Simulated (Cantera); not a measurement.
An isothermal, constant-pressure homogeneous reactor starts with CH₄ : N₂ = 1 : 5 (molar parts), at 1625 K and 0.500 bar. Integrator tolerance rtol = 1e-08.

Model: GRI-Mech 3.0 (53 species, 325 reactions), integrated in Cantera. GRI-Mech 3.0 stops at C3 and has no aromatics, soot or wall deposition, so with more carbon than oxygen in the feed, carbon stays in small species such as C2H2 where larger ones or solid carbon would form.

| quantity | before | after |
|---|---|---|
| x(CH₄) at 200 s | 0.00309 (gas-phase equilibrium 0.00208) | 9.26e-5 (gas-phase equilibrium 4.73e-5) |
| x(CH₂) at 200 s | 2.90e-9 (gas-phase equilibrium 1.94e-9) | 3.86e-9 (gas-phase equilibrium 1.97e-9) |
| x(H) at 200 s | 4.60e-5 (gas-phase equilibrium 4.62e-5) | 0.000313 (gas-phase equilibrium 0.000313) |
| x(C₂H₆) at 200 s | 2.44e-7 (gas-phase equilibrium 1.10e-7) | 1.77e-10 (gas-phase equilibrium 5.57e-11) |
| x(C₂H) at 200 s | 5.85e-8 (gas-phase equilibrium 2.58e-8) | 4.01e-7 (gas-phase equilibrium 1.77e-7) |
| x(C₂H₂) at 200 s | 0.0695 (gas-phase equilibrium 0.0308) | 0.0714 (gas-phase equilibrium 0.0315) |
| x(H₂) at 200 s | 0.210 (gas-phase equilibrium 0.211) | 0.214 (gas-phase equilibrium 0.214) |

**Question.** What was changed between the two runs?
A) N2 5 to 35 parts
B) temperature 1625 to 1025 K
C) temperature 1625 to 1550 K
D) pressure from 0.500 bar to 8.25 Torr

**Answer.** D, pressure from 0.500 bar to 8.25 Torr
